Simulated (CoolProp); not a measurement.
R124 along the isotherm 470 K: density (kg/m³) from the reference equation and from simpler models built on Tc = 395.4 K, pc = 3624 kPa, ω = 0.288; each cubic takes its own stable root.

The numbers come from the reference Helmholtz-energy equation of state, de Vries 1995 in CoolProp.

```tsv
p (kPa)	phase	reference	van der Waals	Redlich-Kwong
2010	gas	___	79.48	79.67
4030	supercritical	181.6	___	187.7
6040	supercritical	320.6	___	340.3
8050	supercritical	490.4	525.3	___
10100	supercritical	___	604.8	633.7
12100	supercritical	735.9	___	716.1
14100	supercritical	804.8	___	777.6
16100	supercritical	856.7	717.6	826.5
18100	supercritical	898.1	740.9	867.0
```

### Question
What belongs in the gaps?

### Answer

- 2010, reference: 78.75
- 4030, van der Waals: 190.6
- 6040, van der Waals: 369.1
- 8050, Redlich-Kwong: 509.8
- 10100, reference: 637.9
- 12100, van der Waals: 653.7
- 14100, van der Waals: 689.4
